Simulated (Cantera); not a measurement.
## Thermodynamics of hydrogen reduction and annealing atmospheres, feed Nb2O5 + H2

A closed system holds: 1 mol Nb2O5, 0.31 mol H2, equilibrated at 0.133 bar.

Cantera equilibrium calculation (NASA polynomials, part measured and part estimated; ideal gas, pure solids and liquids). Candidate condensed phases: H2O, Nb, NbO, NbO2, Nb2O5; 12 gas species. Mutual solubility and eutectic melting of coexisting phases are not modelled. Condensed phases not in the tables: the oxides between NbO2 and Nb2O5. Rates play no part.

From 1402 °C to 1502 °C the condensed part is NbO2(s) + Nb2O5(s). From 1527 °C to 1627 °C the condensed part is NbO2(s) + Nb2O5(l). The main Nb-bearing gas is NbO2 throughout.

```csv
T (°C),x H2,x H2O,x H,x OH,n NbO2(s),n Nb2O5(s),n Nb2O5(l)
1402,0.851,0.149,0.000293,2.49e-6,0.0924,0.954,0
1427,0.840,0.159,0.000370,3.62e-6,0.0987,0.951,0
1452,0.830,0.170,0.000463,5.22e-6,0.105,0.947,0
1477,0.819,0.180,0.000577,7.43e-6,0.112,0.944,0
1502,0.808,0.191,0.000713,1.05e-5,0.118,0.941,0
1527,0.807,0.192,0.000881,1.39e-5,0.119,0,0.940
1552,0.811,0.188,0.00109,1.76e-5,0.117,0,0.942
1577,0.815,0.183,0.00133,2.21e-5,0.114,0,0.943
1602,0.820,0.179,0.00163,2.76e-5,0.111,0,0.945
1627,0.824,0.174,0.00197,3.43e-5,0.108,0,0.946
```
x: gas mole fraction; n: condensed amount in mol.
